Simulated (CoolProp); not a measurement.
A single-stage vapour-compression cycle with R142b: evaporating at 302.15 K (dew point), condensing at 371.15 K (bubble point), superheat 2 K, subcooling 2 K, compressor efficiency 0.85, no pressure losses. Each further row changes one setting.

Model: reference Helmholtz-energy equation of state, Lemmon 2006, in CoolProp. It is a short technical equation, of lower accuracy than the large ones.

| case | cooling COP | pressure ratio | discharge temperature (K) | refrigerating effect (kJ/kg) | volumetric capacity (kJ/m³) |
|---|---|---|---|---|---|
| as stated | ? | 5.23 | 378.3 | 104 | 1750 |
| evaporating temperature 307.15 K | 2.67 | 4.52 | 377.7 | ? | 2070 |
| condensing temperature 366.15 K | ? | 4.74 | 373.0 | 112 | 1880 |
| subcooling 7 K | ? | 5.23 | 378.3 | 112 | 1880 |
| superheat 12 K | 2.44 | 5.23 | 387.4 | 113 | 1820 |
| compressor efficiency 0.75 | 2.08 | 5.23 | 382.7 | 104 | 1750 |

Problem. Some entries are withheld; supply them.

Solution. 
- as stated, cooling COP: 2.36
- evaporating temperature 307.15 K, refrigerating effect (kJ/kg): 107
- condensing temperature 366.15 K, cooling COP: 2.69
- subcooling 7 K, cooling COP: 2.54
